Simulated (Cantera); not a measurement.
An isothermal, constant-pressure homogeneous reactor starts with NO : N₂ = 1 : 9.2 (molar parts), at 1523 K and 1.40 bar. Integrator tolerance rtol = 1e-08.

Cantera simulation using GRI-Mech 3.0 (53 species, 325 reactions); the numbers are that mechanism's predictions, not measurements.

What does this change do: pressure from 1.40 bar to 0.0660 bar?


| quantity | before | after |
|---|---|---|
| x(NO) at 60.0 s | 0.0812 (gas-phase equilibrium 0.000726) | 0.0971 (gas-phase equilibrium 0.000726) |
| x(N₂) at 60.0 s | 0.910 (gas-phase equilibrium 0.951) | 0.902 (gas-phase equilibrium 0.951) |
| x(NO₂) at 60.0 s | 9.78e-5 (gas-phase equilibrium 2.06e-6) | 8.33e-6 (gas-phase equilibrium 4.47e-7) |
| x(N₂O) at 60.0 s | 2.33e-6 (gas-phase equilibrium 5.75e-8) | 3.08e-6 (gas-phase equilibrium 1.25e-8) |
| x(O) at 60.0 s | 4.43e-7 (gas-phase equilibrium 1.03e-6) | 7.48e-7 (gas-phase equilibrium 4.77e-6) |

What does this change do: 0.88 parts H2O added?


| quantity | before | after |
|---|---|---|
| x(NO) at 60.0 s | 0.0812 (gas-phase equilibrium 0.000726) | 0.0756 (gas-phase equilibrium 0.000668) |
| x(N₂) at 60.0 s | 0.910 (gas-phase equilibrium 0.951) | 0.838 (gas-phase equilibrium 0.875) |
| x(NO₂) at 60.0 s | 9.78e-5 (gas-phase equilibrium 2.06e-6) | 8.39e-5 (gas-phase equilibrium 1.82e-6) |
| x(N₂O) at 60.0 s | 2.33e-6 (gas-phase equilibrium 5.75e-8) | 1.48e-6 (gas-phase equilibrium 5.08e-8) |
| x(O) at 60.0 s | 4.43e-7 (gas-phase equilibrium 1.03e-6) | 4.07e-7 (gas-phase equilibrium 9.93e-7) |
